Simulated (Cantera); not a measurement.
Charge: 1 mol Ti, 4.3 mol H2O, 4 mol CO, equilibrated at 1227 °C and 0.133 bar.

Cantera equilibrium calculation (NASA polynomials, part measured and part estimated; ideal gas, pure solids and liquids). Candidate condensed phases: C, C6H6, C7H8, C8H18, H2O, Ti, TiC, TiO, TiO2, Ti2O3, Ti3O5, Ti4O7; 113 gas species. Gases not in the tables: TiO(OH)2. Rates play no part.

Base state: CO 0.394, H2 0.329, H2O 0.189, CO2 0.0878, H 2.76e-5 (mole fractions); condensed: TiO2(rutile).

Task: What changes in the equilibrium state with this change: temperature from 1227 °C to 852 °C?

Result: 
| species | before | after |
|---|---|---|
| H2 | 0.329 | 0.370 |
| CO | 0.394 | 0.353 |
| H2O | 0.189 | 0.148 |
| CO2 | 0.0878 | 0.129 |
| H | 2.76e-5 | 7.40e-8 |
| TiO2(rutile), mol | 1.00 | 1.00 |
